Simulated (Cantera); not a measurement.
Input: 1 mol SiCl₄, 5.5 mol NH₃, 56 mol H₂, equilibrated at 12000 Pa.

Cantera equilibrium calculation (NASA polynomials, part measured and part estimated; ideal gas, pure solids and liquids). Candidate condensed phases: NH₄Cl, Si, Si₃N₄; 28 gas species. Gases not in the tables: Si₂H₆ and higher silanes. Rates play no part.

Question: What share of the Si ends up in condensed phases as a function of T (K), at 1025, 1125, 1225, 1325, 1425, 1525, 1625, 1725, 1825, 1925?

Answer: 
```json
[
 {"T (K)": "1025", "Si condensed (%)": "99.8", "as": "Si₃N₄(s)"},
 {"T (K)": "1125", "Si condensed (%)": "99.9", "as": "Si₃N₄(s)"},
 {"T (K)": "1225", "Si condensed (%)": "99.8", "as": "Si₃N₄(s)"},
 {"T (K)": "1325", "Si condensed (%)": "99.6", "as": "Si₃N₄(s)"},
 {"T (K)": "1425", "Si condensed (%)": "98.3", "as": "Si₃N₄(s)"},
 {"T (K)": "1525", "Si condensed (%)": "93.7", "as": "Si₃N₄(s)"},
 {"T (K)": "1625", "Si condensed (%)": "81.7", "as": "Si₃N₄(s)"},
 {"T (K)": "1725", "Si condensed (%)": "59.6", "as": "Si₃N₄(s)"},
 {"T (K)": "1825", "Si condensed (%)": "53.5", "as": "Si(l)"},
 {"T (K)": "1925", "Si condensed (%)": "55.7", "as": "Si(l)"}
]
```
